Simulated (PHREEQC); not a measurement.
Consider water at 25 °C with 0.0051 mol/kgw Na2SO4. It is in equilibrium with CO2 at log p = -3.4 (atm). Otherwise closed; pH follows from the charge balance.

Model: ion-association model, phreeqc.dat, run in PHREEQC.

Each row changes one thing in this solution. This is a speciation only: nothing precipitates in the calculation.

| case | pH | ionic strength (mol/kgw) | CO2 (mol/kgw) | HCO3- (mol/kgw) |
|---|---|---|---|---|
| as made | 5.66 | 0.0150 | 1.35e-5 | 3.12e-6 |
| diluted 10-fold with water | 5.62 | … | 1.35e-5 | … |
| Na2SO4 replaced by NaH2PO4 at the same molality | 4.82 | 0.00514 | 1.35e-5 | 4.29e-7 |
| temperature from 25 to 55 °C | 5.81 | 0.0149 | 7.07e-6 | 2.70e-6 |
| Na2SO4 from 0.0051 to 0.00765 mol/kgw | … | 0.0223 | 1.35e-5 | 3.31e-6 |
| Na2SO4 from 0.0051 to 0.00102 mol/kgw | 5.62 | 0.00305 | 1.35e-5 | 2.70e-6 |
| Na2SO4 replaced by K2SO4 at the same molality | 5.66 | 0.0149 | 1.35e-5 | … |
| 0.0013 mol/kgw NaHCO3 added | 8.27 | 0.0163 | 1.35e-5 | 0.00126 |

Problem. What belongs in the gaps?

Solution. 
- diluted 10-fold with water, ionic strength (mol/kgw): 0.00153
- diluted 10-fold with water, HCO3- (mol/kgw): 2.61e-6
- Na2SO4 from 0.0051 to 0.00765 mol/kgw, pH: 5.68
- Na2SO4 replaced by K2SO4 at the same molality, HCO3- (mol/kgw): 3.13e-6

Away from 25 °C the constants follow the database's enthalpies or fits; those with neither stay at their 25 °C values.
